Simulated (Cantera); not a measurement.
An adiabatic, constant-pressure homogeneous reactor starts with CH₄ : C₂H₆ : O₂ : N₂ = 1 : 0.14 : 4.47 : 16.8 (molar parts), at 1798 K and 5.00 bar.

Cantera simulation using GRI-Mech 3.0 (53 species, 325 reactions); the numbers are that mechanism's predictions, not measurements.

### Question
Predict: time of steepest temperature rise; temperature at 0.300 s; equilibrium temperature; x(O₂) at 0.300 s; x(H₂) at 0.300 s.

### Answer
- time of steepest temperature rise: 9.30 µs
- temperature at 0.300 s: 2713 K
- equilibrium temperature: 2713 K
- x(O₂) at 0.300 s: 0.0773 (gas-phase equilibrium 0.0773)
- x(H₂) at 0.300 s: 0.00241 (gas-phase equilibrium 0.00241)
